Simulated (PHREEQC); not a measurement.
Dissolve 1 mol MgCl2, 2.5 mol FeCl2, 5.1 mol NaCl and 5.6 mol LiCl per kg of water at 25 °C. Closed to the air; pH follows from the charge balance.

Model: Pitzer model, pitzer.dat, run in PHREEQC.

Precipitation was switched off in this run.

Question: Estimate the pH.

Answer: pH 1.11.

Saturation is exceeded, for instance for Halite; the values hold only as long as no solid forms. In brines, pH and single-ion activities rest on the MacInnes convention.
